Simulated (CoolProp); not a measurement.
Model: reference Helmholtz-energy equation of state, McLinden 2020, in CoolProp.

**Question.** Give the vapour pressure (MPa), vapour density (kg/m³), enthalpy of vaporisation (kJ/kg), liquid cp (kJ/(kg K)) of saturated R1336mzz(Z) at 259.9, 279.2 K.

**Answer.** 
| T (K) | p (MPa) | vapour density (kg/m³) | enthalpy of vaporisation (kJ/kg) | liquid cp (kJ/(kg K)) |
|---|---|---|---|---|
| 259.9 | 0.0125 | 0.961 | 185 | 1.14 |
| 279.2 | 0.0329 | 2.38 | 177 | 1.18 |
